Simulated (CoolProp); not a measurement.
Vapour-liquid equilibrium of propane (1) + n-butane (2) at 9.29 bar; x and y are mole fractions of (1).

Computed with CoolProp (multi-fluid Helmholtz-energy mixture model, Lemmon 2009 and Bücker 2006; pair parameters Kunz 2012).

```tsv
x	bubble temperature (K)	y at the bubble point	dew temperature at overall composition x (K)	liquid density (mol/L)
0.05	345.5	0.111	347.6	8.847
0.2	334.9	0.385	342.3	9.247
0.35	325.6	0.587	336.4	9.634
0.5	317.5	0.733	329.8	10.01
0.65	310.5	0.841	322.3	10.37
0.8	304.3	0.922	313.3	10.73
0.95	298.9	0.983	301.9	11.08
```

No azeotrope shows between x = 0.05 and 0.95.

Pair parameters are fitted to limited data, so mixtures are less certain than the pure fluids.
